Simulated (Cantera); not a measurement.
## Moist CO burnout

An isothermal, constant-pressure homogeneous reactor starts with 0.395 % CO, 0.771 % O₂, 0.0366 % H₂O, 98.8 % N₂, equivalence ratio 0.26, at 923 K and 100.0 Torr.

Detailed kinetics in Cantera: GRI-Mech 3.0 (53 species, 325 reactions).

| t (s) | x CO | x O₂ | x H₂O | x H | x OH |
|---|---|---|---|---|---|
| 2.00e-5 | 0.00395 | 0.00771 | 0.000366 | <1e-12 | <1e-12 |
| 6.91e-5 | 0.00395 | 0.00771 | 0.000366 | <1e-12 | <1e-12 |
| 0.000239 | 0.00395 | 0.00771 | 0.000366 | <1e-12 | <1e-12 |
| 0.000825 | 0.00395 | 0.00771 | 0.000366 | <1e-12 | <1e-12 |
| 0.00285 | 0.00395 | 0.00771 | 0.000366 | <1e-12 | <1e-12 |
| 0.00985 | 0.00395 | 0.00771 | 0.000366 | <1e-12 | <1e-12 |
| 0.0340 | 0.00395 | 0.00771 | 0.000366 | <1e-12 | <1e-12 |
| 0.118 | 0.00395 | 0.00771 | 0.000366 | 1.07e-12 | <1e-12 |
| 0.406 | 0.00395 | 0.00771 | 0.000366 | 8.30e-12 | 2.83e-12 |
| 1.40 | 0.00395 | 0.00771 | 0.000366 | 9.80e-10 | 3.36e-10 |
| 4.85 | 0.00140 | 0.00643 | 0.000360 | 2.27e-6 | 1.00e-6 |
| 16.8 | 0.000131 | 0.00581 | 0.000366 | 8.25e-8 | 3.45e-7 |
| 57.9 | 9.80e-6 | 0.00575 | 0.000366 | 1.99e-9 | 1.09e-7 |
| 200 | 5.18e-7 | 0.00574 | 0.000366 | 3.60e-11 | 3.65e-8 |
x: mole fraction; the columns are a selection and need not sum to one.

Equilibrium at this temperature and pressure: CO <1e-12, O₂ 0.00574, H₂O 0.000366, H <1e-12, OH 9.20e-10 (gas phase only).
